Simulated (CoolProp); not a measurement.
R134a at 277.31 K and 0.101 MPa flows at 9.6 m/s in a round tube of 1 mm bore and 45 µm roughness, fully developed (64/Re and Nu = 3.66 if laminar; Colebrook and Gnielinski if turbulent). Each further row changes one setting.

Model: reference Helmholtz-energy equation of state, Tillner-Roth 1994, in CoolProp.

```
case               Reynolds number  Darcy friction factor  pressure drop (Pa/m)  heat-transfer coefficient (W/(m² K))  mass flow (kg/h)
-----------------  ---------------  ---------------------  --------------------  ------------------------------------  ----------------
as stated                     4010                 0.0739                 15600                                   312             0.125
velocity 19.2 m/s             8020                      ?                     ?                                     ?             0.249
diameter 2 mm                 8020                      ?                  5830                                     ?                 ?
```

What belongs in the gaps?


- velocity 19.2 m/s, Darcy friction factor: 0.0711
- velocity 19.2 m/s, pressure drop (Pa/m): 60200
- velocity 19.2 m/s, heat-transfer coefficient (W/(m² K)): 697
- diameter 2 mm, Darcy friction factor: 0.0551
- diameter 2 mm, heat-transfer coefficient (W/(m² K)): 263
- diameter 2 mm, mass flow (kg/h): 0.499

Viscosity comes from a separate model (Huber 2003), an estimate that may be off by 10 % or more. Thermal conductivity comes from a separate model (McLinden 2000), an estimate that may be off by 10 % or more.
